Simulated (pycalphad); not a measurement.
An equivalent pycalphad script:

```python
from pycalphad import Database, equilibrium, calculate, variables as v
import numpy as np
db = Database('COST507.tdb')
comps = ['MG', 'AL', 'SI', 'VA']
phases = ['ALMG_BETA', 'ALMG_EPS', 'ALMG_GAMMA', 'DIAMOND_A4', 'FCC_A1', 'HCP_A3', 'LIQUID', 'MG2SI']
eq = equilibrium(db, comps, phases, {v.X('AL'): 0.0231, v.X('SI'): 0.034, v.T: np.arange(1650, 349, -50), v.P: 101325, v.N: 1}, output=['HM', 'SM'])
```

Computed with pycalphad from the COST 507 light-alloy database (1999), at 1 atm. No gas phase is included, though pure Mg would boil below 1377 °C. These are 1990s assessments: newer ones move some temperatures and phases. Phase fractions are per mole of atoms. Kinetics are ignored, which matters at the lower temperatures.

Results at three of the temperatures:

```
T = 1650.00 K, P = 101325 Pa, N = 1 mol of atoms
G = -105739 J/mol, H = 50113 J/mol, S = 94.46 J/(mol K)  (SER reference)
chemical potentials (J/mol): Mg -103385, Al -142174, Si -146275
phase             fraction      x(Mg)      x(Al)      x(Si)
LIQUID              1.0000     0.9429     0.0231     0.0340
```

```
T = 600.00 K, P = 101325 Pa, N = 1 mol of atoms
G = -24680 J/mol, H = 5928 J/mol, S = 51.01 J/(mol K)  (SER reference)
chemical potentials (J/mol): Mg -22778, Al -30670, Si -73368
phase             fraction      x(Mg)      x(Al)      x(Si)
HCP_A3              0.8980     0.9743     0.0257   1.62e-08
MG2SI               0.1020     0.6667       none     0.3333
```

```
T = 400.00 K, P = 101325 Pa, N = 1 mol of atoms
G = -15516 J/mol, H = 405 J/mol, S = 39.80 J/(mol K)  (SER reference)
chemical potentials (J/mol): Mg -13507, Al -17781, Si -69690
phase             fraction      x(Mg)      x(Al)      x(Si)
HCP_A3              0.8698     0.9869     0.0131   3.04e-13
MG2SI               0.1020     0.6667       none     0.3333
ALMG_GAMMA          0.0282     0.5860     0.4140       none
```

Changes of the phase set, refined by bisection:

```csv
T (°C),phases above,phases below
731.0,liquid,liquid + MG2SI
625.4,liquid + MG2SI,hcp + liquid + MG2SI
589.0,hcp + liquid + MG2SI,hcp + MG2SI
192.8,hcp + MG2SI,ALMG_GAMMA + hcp + MG2SI
```

Database names, with the compositions (at.%) that they take in these runs: MG2SI: Mg 67 Si 33; ALMG_GAMMA: Mg 59 Al 41. HCP_A3 is hcp. An entry "none" or "no" means that the model of the phase leaves that element out.
